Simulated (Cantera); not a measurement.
A Cantera script and its output.

```python
import numpy as np
import cantera as ct

gas = ct.Solution("gri30.yaml")
gas.TPX = 1325, 100000, {'CH4': 1, 'O2': 0.952, 'N2': 9.05}
reactor = ct.IdealGasConstPressureReactor(gas, energy="on", clone=False)
net = ct.ReactorNet([reactor])
net.rtol, net.atol = 1e-08, 1e-16
show = ['CH4', 'O2', 'C2H', 'HCN', 'HO2', 'NO2', 'H2O2']
times = np.geomspace(2e-06, 0.4, 14)

steps = ct.SolutionArray(gas, extra=["t"])
rows = []
print(f"{'t/s':>10s}{'T/K':>9s}{'P/Pa':>11s}" + "".join(f"{s:>11s}" for s in show))
for t in times:
    while net.time < t:
        t_next = net.step()
        steps.append(gas.state, t=t_next)
    rows.append([np.interp(t, steps.t, y) for y in (steps.T, steps.P, *steps(*show).X.T)])
    print(f"{t:10.3e}{rows[-1][0]:9.1f}{rows[-1][1]:11.4g}" + "".join(f"{x:11.3e}" for x in rows[-1][2:]))
rate = np.gradient(steps.T, steps.t)
print("integrator steps:", len(steps.t))
if steps.T.max() > steps.T[0] + 200:
    print(f"time of steepest temperature rise: {steps.t[rate.argmax()]:.4e} s")
gas.TPX = 1325, 100000, {'CH4': 1, 'O2': 0.952, 'N2': 9.05}
gas.equilibrate("HP")
print(f"equilibrium (HP): T = {gas.T:.1f} K  " + "  ".join(f"{s} {gas[s].X[0]:.3e}" for s in show))
```

It prints:

```
       t/s      T/K       P/Pa        CH4         O2        C2H        HCN        HO2        NO2       H2O2
 2.000e-06   1325.0      1e+05  9.089e-02  8.653e-02  2.727e-35  1.749e-23  6.082e-09  1.411e-27  1.058e-11
 5.114e-06   1325.0      1e+05  9.089e-02  8.653e-02  4.380e-33  1.209e-22  1.551e-08  5.690e-26  6.723e-11
 1.308e-05   1325.0      1e+05  9.089e-02  8.653e-02  4.899e-31  8.240e-22  3.935e-08  1.492e-24  4.092e-10
 3.345e-05   1325.0      1e+05  9.089e-02  8.653e-02  5.554e-29  5.585e-21  9.850e-08  3.179e-23  2.244e-09
 8.553e-05   1325.0      1e+05  9.089e-02  8.653e-02  7.848e-27  3.908e-20  2.382e-07  6.946e-22  9.888e-09
 2.187e-04   1325.0      1e+05  9.089e-02  8.653e-02  1.433e-24  3.034e-19  5.238e-07  1.788e-20  3.045e-08
 5.593e-04   1325.0      1e+05  9.089e-02  8.653e-02  3.651e-22  2.850e-18  8.508e-07  5.299e-19  5.717e-08
 1.430e-03   1325.0      1e+05  9.086e-02  8.651e-02  8.423e-20  2.960e-17  7.413e-07  1.123e-17  5.101e-08
 3.658e-03   1325.5      1e+05  9.074e-02  8.645e-02  5.645e-18  1.984e-16  1.063e-06  2.066e-16  7.454e-08
 9.353e-03   1327.5      1e+05  9.024e-02  8.615e-02  2.804e-16  1.227e-15  2.474e-06  5.274e-15  1.915e-07
 2.392e-02   1349.8      1e+05  8.547e-02  8.293e-02  1.947e-13  8.031e-14  1.079e-05  5.951e-13  1.067e-06
 6.117e-02   1919.4      1e+05  1.236e-03  1.212e-08  1.566e-07  2.466e-05  7.157e-12  3.159e-12  1.300e-11
 1.564e-01   1909.5      1e+05  3.316e-04  8.042e-09  1.283e-08  2.265e-05  4.282e-12  5.895e-12  7.919e-12
 4.000e-01   1906.9      1e+05  2.717e-06  7.582e-09  2.102e-11  4.553e-06  4.002e-12  7.971e-12  7.456e-12
integrator steps: 2183
time of steepest temperature rise: 3.2898e-02 s
equilibrium (HP): T = 1907.0 K  CH4 1.102e-10  O2 7.721e-09  C2H 5.511e-19  HCN 7.074e-08  HO2 4.070e-12  NO2 4.282e-13  H2O2 7.588e-12
```

Computed with Cantera and GRI-Mech 3.0 (53 species, 325 reactions).
